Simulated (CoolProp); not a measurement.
Vapour-liquid equilibrium of fluoroethane (R161) (1) + R227EA (2) at 204.9 K; x and y are mole fractions of (1).

The numbers come from the multi-fluid Helmholtz-energy mixture model, Wu 2012 and Lemmon 2016; pair parameters Bell 2016 in CoolProp.

Question: Give the bubble pressure and the first vapour's composition at x = 0.05, 0.2, 0.65. Is there an azeotrope?

Answer: x = 0.05: 0.005397 MPa, y = 0.071; x = 0.2: 0.006281 MPa, y = 0.363; x = 0.65: 0.01337 MPa, y = 0.903. No azeotrope shows between x = 0.05 and 0.95.

The pair parameters rest on a limited set of measurements; away from them the model extrapolates.
